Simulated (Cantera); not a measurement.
## Stirred combustor or abatement burner

A perfectly stirred reactor is fed with CO : H2 : CH4 : O2 : N2 : CO2 : H2O = 1 : 0.088 : 0.23 : 1.02 : 3.85 : 0.16 : 0.06 (molar parts), at 3750 Torr; it is adiabatic with a 675 K inlet, and is followed from long to short residence time, starting on the burning branch (τ in s: 0.19, 0.095, 0.047, 0.023, 0.011, 0.0056, 0.0027, 0.0013, 0.00066, 0.00033, 0.00016, 7.9e-05).

Detailed kinetics in Cantera: GRI-Mech 3.0 (53 species, 325 reactions).

| τ (s) | T (K) | x CO | x H2 | x CH4 | x NO2 | x H2O | x HCO |
|---|---|---|---|---|---|---|---|
| 0.19 | 2469 | 0.0259 | 0.00199 | 1.07e-7 | 2.40e-6 | 0.0977 | 9.73e-9 |
| 0.095 | 2468 | 0.0259 | 0.00200 | 2.12e-7 | 2.34e-6 | 0.0976 | 1.10e-8 |
| 0.047 | 2467 | 0.0261 | 0.00201 | 4.22e-7 | 2.22e-6 | 0.0976 | 1.37e-8 |
| 0.023 | 2465 | 0.0265 | 0.00204 | 8.42e-7 | 2.01e-6 | 0.0975 | 1.92e-8 |
| 0.011 | 2460 | 0.0273 | 0.00211 | 1.69e-6 | 1.69e-6 | 0.0973 | 3.09e-8 |
| 0.0056 | 2451 | 0.0286 | 0.00222 | 3.11e-6 | 1.34e-6 | 0.0969 | 5.26e-8 |
| 0.0027 | 2431 | 0.0312 | 0.00244 | 5.84e-6 | 9.67e-7 | 0.0963 | 9.97e-8 |
| 0.0013 | 2397 | 0.0353 | 0.00280 | 1.05e-5 | 6.55e-7 | 0.0953 | 1.96e-7 |
| 0.00066 | 2352 | 0.0406 | 0.00329 | 1.77e-5 | 4.31e-7 | 0.0939 | 3.74e-7 |
| 0.00033 | 2292 | 0.0473 | 0.00395 | 2.99e-5 | 2.65e-7 | 0.0921 | 7.27e-7 |
| 0.00016 | 2215 | 0.0554 | 0.00477 | 5.24e-5 | 1.56e-7 | 0.0898 | 1.45e-6 |
| 7.9e-5 | 2127 | 0.0644 | 0.00563 | 9.44e-5 | 9.54e-8 | 0.0873 | 2.82e-6 |
x: mole fraction; the columns are a selection and need not sum to one.
